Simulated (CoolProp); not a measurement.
Vapour-liquid equilibrium of propane (1) + sulfur dioxide (2) at 11.2 bar; x and y are mole fractions of (1).

Computed with CoolProp (multi-fluid Helmholtz-energy mixture model, Lemmon 2009 and Gao 2016; pair parameters Bell 2016).

```json
[
 {"x": "0.05", "bubble temperature (K)": "317.5", "y at the bubble point": "0.354", "dew temperature at overall composition x (K)": "?", "liquid density (mol/L)": "19.54"},
 {"x": "0.2", "bubble temperature (K)": "301.0", "y at the bubble point": "0.623", "dew temperature at overall composition x (K)": "325.1", "liquid density (mol/L)": "17.87"},
 {"x": "0.35", "bubble temperature (K)": "?", "y at the bubble point": "?", "dew temperature at overall composition x (K)": "317.7", "liquid density (mol/L)": "15.93"},
 {"x": "0.5", "bubble temperature (K)": "299.4", "y at the bubble point": "0.651", "dew temperature at overall composition x (K)": "309.2", "liquid density (mol/L)": "14.32"},
 {"x": "0.65", "bubble temperature (K)": "298.9", "y at the bubble point": "?", "dew temperature at overall composition x (K)": "299.4", "liquid density (mol/L)": "13.07"},
 {"x": "0.8", "bubble temperature (K)": "299.2", "y at the bubble point": "?", "dew temperature at overall composition x (K)": "299.9", "liquid density (mol/L)": "?"},
 {"x": "0.95", "bubble temperature (K)": "302.4", "y at the bubble point": "0.912", "dew temperature at overall composition x (K)": "?", "liquid density (mol/L)": "11.22"}
]
```

Task: What belongs in the gaps?

Result: 
- 0.05, dew temperature at overall composition x (K): 331.7
- 0.35, bubble temperature (K): 299.7
- 0.35, y at the bubble point: 0.643
- 0.65, y at the bubble point: 0.681
- 0.8, y at the bubble point: 0.754
- 0.8, liquid density (mol/L): 12.07
- 0.95, dew temperature at overall composition x (K): 303.3

y crosses x between x = 0.65 and 0.8: the model has an azeotrope there.

The pair parameters rest on a limited set of measurements; away from them the model extrapolates. With so large a gap from Raoult's law the liquid may split in two, which this calculation doesn't test in full.
